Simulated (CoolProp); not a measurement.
The numbers come from the reference Helmholtz-energy equation of state, Outcalt 1996 in CoolProp. It is a modified Benedict-Webb-Rubin equation, recast in Helmholtz form.

Give the vapour pressure (bar), vapour density (kg/m³), enthalpy of vaporisation (kJ/kg), liquid conductivity (mW/(m K)) of saturated R152A at 222.5 K.


```tsv
T (K)	p (bar)	vapour density (kg/m³)	enthalpy of vaporisation (kJ/kg)	liquid conductivity (mW/(m K))
222.5	0.264	0.960	352	138
```

Thermal conductivity comes from a separate model (Krauss 1996).
